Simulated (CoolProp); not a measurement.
A simple Rankine cycle with R123: condensing at 325.15 K, boiler at 1.09 MPa, turbine inlet 403.6 K, turbine efficiency 0.85, pump efficiency 0.6, no recuperator. Each further row changes one setting.

Computed with CoolProp (reference Helmholtz-energy equation of state, Younglove 1994). It is a modified Benedict-Webb-Rubin equation, recast in Helmholtz form.

```json
[
 {"case": "as stated", "thermal efficiency (%)": "11.3", "net work (kJ/kg)": "23.4", "heat in (kJ/kg)": "207", "turbine exit temperature (K)": "357.3", "volume ratio over the turbine": "4.97"},
 {"case": "turbine inlet 423.6 K", "thermal efficiency (%)": "11.2", "net work (kJ/kg)": "[?]", "heat in (kJ/kg)": "225", "turbine exit temperature (K)": "378.1", "volume ratio over the turbine": "[?]"},
 {"case": "condensing temperature 317.15 K", "thermal efficiency (%)": "12.6", "net work (kJ/kg)": "27.1", "heat in (kJ/kg)": "[?]", "turbine exit temperature (K)": "351.2", "volume ratio over the turbine": "6.33"},
 {"case": "boiler pressure 0.763 MPa", "thermal efficiency (%)": "9.0", "net work (kJ/kg)": "[?]", "heat in (kJ/kg)": "[?]", "turbine exit temperature (K)": "369.7", "volume ratio over the turbine": "3.36"},
 {"case": "turbine efficiency 0.75", "thermal efficiency (%)": "9.9", "net work (kJ/kg)": "20.5", "heat in (kJ/kg)": "207", "turbine exit temperature (K)": "361.1", "volume ratio over the turbine": "5.03"}
]
```

Task: Some entries are withheld; supply them.

Result: 
- turbine inlet 423.6 K, net work (kJ/kg): 25.3
- turbine inlet 423.6 K, volume ratio over the turbine: 4.86
- condensing temperature 317.15 K, heat in (kJ/kg): 216
- boiler pressure 0.763 MPa, net work (kJ/kg): 19.2
- boiler pressure 0.763 MPa, heat in (kJ/kg): 213
